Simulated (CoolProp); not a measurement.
Normal hydrogen along the isotherm 36.8 K: Z from the reference equation and from simpler models built on Tc = 33.1 K, pc = 1.296 MPa, ω = -0.219; each cubic takes its own stable root.

Values from CoolProp's reference Helmholtz-energy equation of state, Leachman 2009.

```tsv
p (MPa)	phase	reference
0.249	gas	0.9513
0.499	gas	0.8987
0.748	gas	0.8419
0.997	gas	0.7793
1.25	gas	0.7073
1.5	supercritical	0.6233
1.75	supercritical	0.5209
1.99	supercritical	0.4257
2.24	supercritical	0.3846
2.49	supercritical	0.3820
2.74	supercritical	0.3928
2.99	supercritical	0.4089
3.24	supercritical	0.4275
```

**Question.** How far does each simpler model (Redlich-Kwong, Peng-Robinson) lie from the reference over these 13 states: mean and median of the absolute difference, and the worst?

**Answer.** 
- Redlich-Kwong: mean 8.0 %, median 9.0 %, worst +19.1 % at 36.8 K and 2.24 MPa
- Peng-Robinson: mean 4.9 %, median 4.8 %, worst -8.9 % at 36.8 K and 1.75 MPa
